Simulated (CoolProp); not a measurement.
Properties of methane at several states.

Model: reference Helmholtz-energy equation of state, Setzmann 1991, in CoolProp.

```csv
T (K),p (bar),phase,density (kg/m³),viscosity (µPa s),Prandtl number
109.7,243,liquid,443.7,156,2.45
204.1,14.1,gas,…,…,0.816
452.5,74.1,supercritical,31.82,16.7,…
288.3,5.31,gas,3.591,10.9,…
```

### Question
What belongs in the gaps?

### Answer

- 204.1, density (kg/m³): 14.62
- 204.1, viscosity (µPa s): 8.19
- 452.5, Prandtl number: 0.762
- 288.3, Prandtl number: 0.740

Viscosity comes from a separate model (Quiñones-Cisneros 2006). Thermal conductivity comes from a separate model (Friend 1989).
